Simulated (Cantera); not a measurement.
Input: 1 mol CS2, 1.3 mol O2, 0.52 mol H2, equilibrated at 3100 K and 16500 Torr.

These are equilibrium values from Cantera (NASA tables, ideal gas, pure condensed phases), not measurements of a reactor. Candidate condensed phases: C, C6H6, C7H8, C8H18, H2O, H2SO4, S; 123 gas species. Kinetics and transport are ignored.

Base state: CO 0.283, S2 0.162, SO 0.135, SO2 0.128, H2O 0.0826, H2 0.0586, CO2 0.0525, SH 0.0332 (mole fractions); condensed: gas only.

Problem. What changes in the equilibrium state with this change: H2 from 0.52 to 0.24 mol?

Solution. 
```
species   before    after
-------  -------  -------
CO         0.283    0.304
S2         0.162    0.173
SO2        0.128    0.159
H2O       0.0826   0.0406
H2        0.0586   0.0262
H         0.0110  0.00734
SH        0.0332   0.0230
CO2       0.0525   0.0620
SO         0.135    0.153
S         0.0288   0.0298
H2S      0.00949  0.00439
SO3      8.88e-6  1.22e-5
```

Problem. What changes in the equilibrium state with this change: pressure from 16500 Torr to 1350 Torr?

Solution. 
| species | before | after |
|---|---|---|
| CO | 0.283 | 0.282 |
| SO | 0.135 | 0.198 |
| S2 | 0.162 | 0.102 |
| S | 0.0288 | 0.0801 |
| H | 0.0110 | 0.0412 |
| OH | 0.00554 | 0.0110 |
| CO2 | 0.0525 | 0.0277 |
| H2O | 0.0826 | 0.0506 |
| SO2 | 0.128 | 0.0996 |
| SH | 0.0332 | 0.0285 |
| H2 | 0.0586 | 0.0678 |
| CS2 | 1.72e-5 | 1.68e-6 |
| O | 0.000628 | 0.00406 |
| COS | 0.00198 | 0.000449 |
| H2S | 0.00949 | 0.00250 |

Problem. What changes in the equilibrium state with this change: temperature from 3100 K to 2173.15 K?

Solution. 
```
species    before     after
-------  --------  --------
S2          0.162     0.259
CO          0.283     0.202
CO2        0.0525     0.163
SO          0.135    0.0210
H          0.0110  0.000181
S          0.0288  0.000981
SH         0.0332   0.00912
H2S       0.00949    0.0283
H2         0.0586    0.0310
S2O       0.00807    0.0130
H2O        0.0826     0.130
SO2         0.128     0.135
O        0.000628   4.17e-7
O2       0.000349   7.38e-7
OH        0.00554  0.000102
```
